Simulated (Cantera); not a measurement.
Input: 1 mol B2H6, 1.2 mol NH3, 1.4 mol H2, equilibrated at 0.000660 bar.

Cantera equilibrium calculation (NASA polynomials, part measured and part estimated; ideal gas, pure solids and liquids). Candidate condensed phases: B, BN; 15 gas species. The feed counts by its element totals alone. Mutual solubility and eutectic melting of coexisting phases are not modelled. Rates play no part.

Task: Which condensed phases are stable at each of these points (T (°C)): 1400, 1450, 1500, 1550, 1600, 1650, 1700, 1750, 1800, 1850, 1900, 1950, 2000, 2050?

Result: 
```json
[
 {"T (°C)": "1400", "condensed phases": "B(s) + BN(s)", "B condensed (%)": "100.0"},
 {"T (°C)": "1450", "condensed phases": "B(s) + BN(s)", "B condensed (%)": "100.0"},
 {"T (°C)": "1500", "condensed phases": "B(s) + BN(s)", "B condensed (%)": "100.0"},
 {"T (°C)": "1550", "condensed phases": "B(s) + BN(s)", "B condensed (%)": "99.9"},
 {"T (°C)": "1600", "condensed phases": "B(s) + BN(s)", "B condensed (%)": "99.9"},
 {"T (°C)": "1650", "condensed phases": "B(s) + BN(s)", "B condensed (%)": "99.9"},
 {"T (°C)": "1700", "condensed phases": "B(s)", "B condensed (%)": "99.8"},
 {"T (°C)": "1750", "condensed phases": "B(s)", "B condensed (%)": "99.7"},
 {"T (°C)": "1800", "condensed phases": "B(s)", "B condensed (%)": "99.6"},
 {"T (°C)": "1850", "condensed phases": "B(s)", "B condensed (%)": "99.2"},
 {"T (°C)": "1900", "condensed phases": "B(s)", "B condensed (%)": "98.6"},
 {"T (°C)": "1950", "condensed phases": "B(s)", "B condensed (%)": "97.4"},
 {"T (°C)": "2000", "condensed phases": "B(s)", "B condensed (%)": "95.1"},
 {"T (°C)": "2050", "condensed phases": "B(s)", "B condensed (%)": "90.8"}
]
```

From 1400 °C to 1650 °C the condensed part is B(s) + BN(s). From 1700 °C to 2050 °C the condensed part is B(s).
